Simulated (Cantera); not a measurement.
Abatement and gas-phase synthesis: CO2 + SO2 + H2

Charge: 1 mol CO2, 0.018 mol SO2, 14 mol H2, held at 75.0 Torr.

Method: chemical equilibrium by Gibbs-energy minimisation in Cantera with the NASA 1993 tables (ideal gas, pure condensed phases). Candidate condensed phases: C, C6H6, C7H8, C8H18, H2O, H2SO4, S; 123 gas species. Rates play no part.

```tsv
T (°C)	x H2	x H	x H2O	x CO	x CO2	x OH
875	0.867	2.11e-7	0.0651	0.0627	0.00398	9.46e-11
1075	0.866	6.81e-6	0.0665	0.0641	0.00252	8.43e-9
1275	0.865	9.06e-5	0.0673	0.0649	0.00181	2.35e-7
1475	0.864	0.000672	0.0676	0.0652	0.00141	3.07e-6
1675	0.861	0.00332	0.0677	0.0654	0.00117	2.36e-5
1875	0.853	0.0122	0.0674	0.0652	0.00101	0.000124
2075	0.831	0.0356	0.0663	0.0645	0.000894	0.000488
2275	0.784	0.0866	0.0633	0.0629	0.000803	0.00153
```
x: gas mole fraction; nothing condenses.

From 875 °C to 2275 °C nothing is condensed. The main C-bearing gas is CO throughout.
